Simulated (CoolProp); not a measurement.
Vapour-liquid equilibrium of diethyl ether (1) + ethanol (2) at 80.95 °C; x and y are mole fractions of (1).

Computed with CoolProp (multi-fluid Helmholtz-energy mixture model, Thol 2014 and Schroeder 2014; pair parameters Bell 2016).

Give the bubble pressure and the first vapour's composition at x = 0.35, 0.65, 0.95. Is there an azeotrope?

x = 0.35: 2.848 bar, y = 0.706; x = 0.65: 3.536 bar, y = 0.831; x = 0.95: 4.050 bar, y = 0.967. No azeotrope shows between x = 0.05 and 0.95.

Pair parameters are fitted to limited data, so mixtures are less certain than the pure fluids.
